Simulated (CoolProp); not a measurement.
Model: reference Helmholtz-energy equation of state, McLinden 2015, in CoolProp.

For the fluoroketone C6F12O (FK-5-1-12), give the phase and the cp (kJ/(kg K)), cv (kJ/(kg K)), Joule-Thomson coefficient (K/MPa) at 500 K and 1.7 bar; 500 K and 8.5 bar.


- 500 K and 1.7 bar: gas; cp 1.07, cv 1.04, Joule-Thomson coefficient 5.67
- 500 K and 8.5 bar: gas; cp 1.09, cv 1.05, Joule-Thomson coefficient 6.32
